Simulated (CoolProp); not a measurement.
n-perfluorohexane along the isobar 2.34 MPa: density (kg/m³) from the reference equation and from simpler models built on Tc = 448.0 K, pc = 1.742 MPa, ω = 0.497; each cubic takes its own stable root.

The numbers come from the reference Helmholtz-energy equation of state, Gao 2022 in CoolProp.

```
T (K)   phase   reference  van der Waals  Redlich-Kwong  Peng-Robinson
-----  ------  ----------  -------------  -------------  -------------
193.4  liquid  (withheld)           1088           1609     (withheld)
210.6  liquid        1926           1070     (withheld)           1836
227.7  liquid        1879     (withheld)           1544           1808
244.9  liquid        1832           1031           1509           1777
262    liquid        1786           1010           1472           1743
279.2  liquid        1739          988.2           1432           1705
296.3  liquid        1691          965.4           1390           1664
313.4  liquid        1643          941.4           1345           1618
330.6  liquid        1592          915.8           1296     (withheld)
347.7  liquid        1538          888.5           1244           1508
364.9  liquid        1481          858.9           1188           1441
382    liquid  (withheld)          826.8           1126           1365
```

Task: Some entries are withheld; supply them.

Result: 
- 193.4, reference: 1974
- 193.4, Peng-Robinson: 1862
- 210.6, Redlich-Kwong: 1577
- 227.7, van der Waals: 1051
- 330.6, Peng-Robinson: 1566
- 382, reference: 1417
